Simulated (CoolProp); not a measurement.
Dimethyl carbonate along the isotherm 326.85 °C: fugacity coefficient from the reference equation and from simpler models built on Tc = 283.9 °C, pc = 4.909 MPa, ω = 0.346; each cubic takes its own stable root.

The numbers come from the reference Helmholtz-energy equation of state, Zhou 2011 in CoolProp.

| p (MPa) | phase | reference |
|---|---|---|
| 0.155 | gas | 0.9915 |
| 0.319 | gas | 0.9825 |
| 0.655 | gas | 0.9643 |
| 1.34 | gas | 0.9276 |
| 2.76 | gas | 0.8535 |
| 5.67 | supercritical | 0.7068 |
| 11.6 | supercritical | 0.4745 |
| 23.9 | supercritical | 0.3312 |
| 49.1 | supercritical | 0.3012 |

Task: How far does each simpler model (van der Waals, Redlich-Kwong, Peng-Robinson) lie from the reference over these 9 states: mean and median of the absolute difference, and the worst?

Result: 
- van der Waals: mean 6.6 %, median 1.0 %, worst +41.5 % at 326.85 °C and 49.1 MPa
- Redlich-Kwong: mean 1.3 %, median 0.3 %, worst +6.5 % at 326.85 °C and 49.1 MPa
- Peng-Robinson: mean 0.8 %, median 0.7 %, worst -2.1 % at 326.85 °C and 5.67 MPa
